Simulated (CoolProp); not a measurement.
Vapour-liquid equilibrium of R114 (1) + benzene (2) at 376.2 K; x and y are mole fractions of (1).

Values from CoolProp's multi-fluid Helmholtz-energy mixture model, Platzer 1990 and Thol 2012; pair parameters Bell 2016. This equation is an older, rougher fit; its heat capacities, sound speeds and derivatives of the liquid may be far off and weren't checked against measurements.

```
x     bubble pressure (MPa)  y at the bubble point  dew pressure at overall composition x (MPa)  liquid density (mol/L)
----  ---------------------  ---------------------  -------------------------------------------  ----------------------
0.05                 0.3322                  0.418                                       0.2057                   9.911
0.2                  0.6328                  0.711                                       0.2437                   9.418
0.35                 0.8310                  0.795                                       0.2984                   8.926
0.5                  0.9825                  0.843                                       0.3839                   8.434
0.65                  1.122                  0.883                                       0.5347                   7.939
0.8                   1.271                  0.926                                       0.8453                   7.439
0.95                  1.444                  0.979                                        1.351                   6.929
```

No azeotrope shows between x = 0.05 and 0.95.

The pair parameters rest on a limited set of measurements; away from them the model extrapolates.
